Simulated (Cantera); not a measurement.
An adiabatic, constant-volume homogeneous reactor starts with CH4 : O2 : N2 = 1 : 1.05 : 3.96 (molar parts), at 1173 K and 9.87 atm. Integrator tolerance rtol = 1e-08.

Model: GRI-Mech 3.0 (53 species, 325 reactions), integrated in Cantera.

What does this change do: pressure from 9.87 atm to 0.987 atm?


```csv
quantity,before,after
time of steepest temperature rise,8.90 ms,91.4 ms
temperature at 0.700 s,2644 K,2593 K
equilibrium temperature,2644 K,2593 K
x(CH4) at 0.700 s,3.55e-9 (gas-phase equilibrium 3.96e-9),3.98e-11 (gas-phase equilibrium 4.48e-11)
x(O2) at 0.700 s,4.63e-6 (gas-phase equilibrium 4.63e-6),2.99e-5 (gas-phase equilibrium 2.99e-5)
x(HCO) at 0.700 s,1.31e-6 (gas-phase equilibrium 1.31e-6),3.54e-7 (gas-phase equilibrium 3.54e-7)
x(CO) at 0.700 s,0.125 (gas-phase equilibrium 0.125),0.125 (gas-phase equilibrium 0.125)
x(O) at 0.700 s,1.20e-5 (gas-phase equilibrium 1.20e-5),7.73e-5 (gas-phase equilibrium 7.73e-5)
x(H2O) at 0.700 s,0.139 (gas-phase equilibrium 0.139),0.136 (gas-phase equilibrium 0.136)
```
